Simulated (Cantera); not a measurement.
Cantera run:

```python
import numpy as np
import cantera as ct

gas_names = """
    C CH CH2 CH3 CH2OH CH3O CH4 CH3OH CO CO2 COOH C2 C2H CHCO,ketyl C2H2,acetylene C2H2,vinylidene
    CH2CO,ketene C2H3,vinyl CH3CO,acetyl C2H4 C2H4O,ethylen CH3CHO,ethanal CH3COOH (HCOOH)2 C2H5 C2H6
    CH3OCH3 C2H5OH C2O C3 C3H3,propargyl C3H4,allene C3H4,propyne C3H4,cyclo- C3H5,allyl C3H6,propylene
    C3H6,cyclo- C3H6O C3H7,n-propyl C3H7,i-propyl C3H8 C3H8O,1propanol C3H8O,2propanol C3O2 C4 C4H2
    C4H4,1,3-cyclo- C4H6,butadiene C4H6,2-butyne C4H6,cyclo- C4H8,1-butene C4H8,cis2-buten
    C4H8,tr2-butene C4H8,isobutene C4H8,cyclo- (CH3COOH)2 C4H9,n-butyl C4H9,i-butyl C4H9,s-butyl
    C4H9,t-butyl C4H10,isobutane C4H10,n-butane C5 C5H6,1,3cyclo- C5H8,cyclo- C5H10,1-pentene
    C5H10,cyclo- C5H11,pentyl C5H11,t-pentyl C5H12,n-pentane C5H12,i-pentane CH3C(CH3)2CH3 C6H2
    C6H5,phenyl C6H5O,phenoxy C6H6 C6H5OH,phenol C6H10,cyclo- C6H12,1-hexene C6H12,cyclo- C6H13,n-hexyl
    C7H7,benzyl C7H8 C7H8O,cresol C7H14,1-heptene C7H15,n-heptyl C7H16,n-heptane C8H8,styrene
    C8H10,ethylbenz C8H16,1-octene C8H17,n-octyl C8H18,isooctane C8H18,n-octane C9H19,n-nonyl
    C10H8,naphthale C10H21,n-decyl C12H9,o-bipheny C12H10,bipheny H HCO HO2 H2 HCHO,formaldehy HCOOH H2O
    H2O2 O OH O2 O3 Ti TiO TiO2
""".split()
cond_names = """
    C(gr) C6H6(L) C7H8(L) C8H18(L),n-octa H2O(s) H2O(L) Ti(a) Ti(b) Ti(L) TiC(s) TiC(L) TiO(a) TiO(b)
    TiO(L) TiO2(ru) TiO2(L) Ti2O3(a) Ti2O3(b) Ti2O3(L) Ti3O5(a) Ti3O5(b) Ti3O5(L) Ti4O7(s) Ti4O7(L)
""".split()


def load(file, names, dense=False):
    # The tables refer to 1 bar. Condensed volumes are neglected.
    table = {s.name: s for s in ct.Species.list_from_file(file)}
    out = []
    for n in names:
        d = dict(table[n].input_data)
        d["thermo"] = dict(d["thermo"], **{"reference-pressure": 1e5})
        if dense:
            d["equation-of-state"] = {"model": "constant-volume", "density": "1e6 g/cm^3"}
        out.append(ct.Species.from_dict(d))
    return out


gas = ct.Solution(thermo="ideal-gas", species=load("nasa_gas.yaml", gas_names))
cond = {s.name: ct.Solution(thermo="fixed-stoichiometry", species=[s], name=s.name)
        for s in load("nasa_condensed.yaml", cond_names, dense=True)}
atoms = {
    'TiO2': {'Ti': 1, 'O': 2},
    'CH4': {'C': 1, 'H': 4},
    'CO': {'C': 1, 'O': 1},
}
top_T = {'C(gr)': 4500}  # K; cautious upper limits of use, not melting points


def equilibrate(T, P, feed):
    n = {}
    for name, mol in feed.items():
        for a, k in atoms[name].items():
            n[a] = n.get(a, 0.0) + k * mol
    gas.TPX = T, P, n
    mass = sum(n.values()) * gas.mean_molecular_weight
    gas.equilibrate("TP")
    valid = [c for c in cond.values() if c.min_temp <= T <= top_T.get(c.name, c.max_temp)]
    mix = ct.Mixture([(gas, mass / gas.mean_molecular_weight)] + [(c, 0.0) for c in valid])
    mix.T, mix.P = T, P
    mix.equilibrate("TP", solver="vcs", rtol=1e-11, max_steps=5000)
    return mix


results = []
feed = {'TiO2': 1, 'CH4': 0.93, 'CO': 0.35}  # mol
T = 1098.15  # K
for P in [10, 36, 130, 460, 1700, 6000, 22000, 77000, 280000, 1000000]:
    mix = equilibrate(T, P, feed)
    results.append((T, P, feed, dict(zip(mix.species_names, mix.species_moles))))

top = {s: max(r[3][s] / sum(r[3][g] for g in gas_names) for r in results) for s in gas_names}
cols = sorted((s for s in top if top[s] > 0.001), key=lambda s: -top[s])[:7]
seen = [c for c in cond_names if any(r[3].get(c, 0) > 1e-12 for r in results)]
print("log10 of partial pressures in bar; condensed amounts in mol")
print(f"{'P/Pa':>10s}" + "".join(f"{s[:9]:>10s}" for s in cols + seen))
for T, P, feed, n in results:
    ng = sum(n[g] for g in gas_names)
    print(f"{P:10.4g}" + "".join(f"{np.log10(max(n[s] / ng * P / 1e5, 1e-99)):10.3f}" for s in cols)
          + "".join(f"{n.get(c, 0):10.4g}" for c in seen))
```

Output:

```
log10 of partial pressures in bar; condensed amounts in mol
      P/Pa        H2        CO       CH4       H2O       CO2     C(gr)    TiC(s)  TiO2(ru)  Ti2O3(b)  Ti3O5(b)  Ti4O7(s)
        10    -4.203    -4.428   -10.158    -9.354    -9.582         0     0.172         0     0.414         0         0
        36    -3.628    -3.904    -8.695    -8.570    -8.849     0.112    0.1817         0         0    0.2728         0
       130    -3.022    -3.457    -7.482    -7.516    -7.954    0.5967         0         0         0    0.3333         0
       460    -2.459    -2.950    -6.355    -6.446    -6.941      0.68         0         0         0         0      0.25
      1700    -1.865    -2.474    -5.169    -5.377    -5.989    0.8218         0     0.568         0         0     0.108
      6000    -1.298    -2.024    -4.033    -4.359    -5.088    0.9285         0         1         0         0         0
   2.2e+04    -0.736    -1.464    -2.909    -3.237    -3.969    0.9246         0         1         0         0         0
   7.7e+04    -0.200    -0.934    -1.837    -2.172    -2.909    0.9117         0         1         0         0         0
   2.8e+05     0.334    -0.418    -0.769    -1.121    -1.876    0.8714         0         1         0         0         0
     1e+06     0.818     0.036     0.198    -0.184    -0.970    0.7838         0         1         0         0         0
```

Method: chemical equilibrium by Gibbs-energy minimisation in Cantera with the NASA 1993 tables (ideal gas, pure condensed phases). Mutual solubility and eutectic melting of coexisting phases are not modelled. TiC: taken at fixed stoichiometry. Condensed phases not in the tables: Magnéli phases beyond Ti4O7. Gases not in the tables: TiO(OH)2.
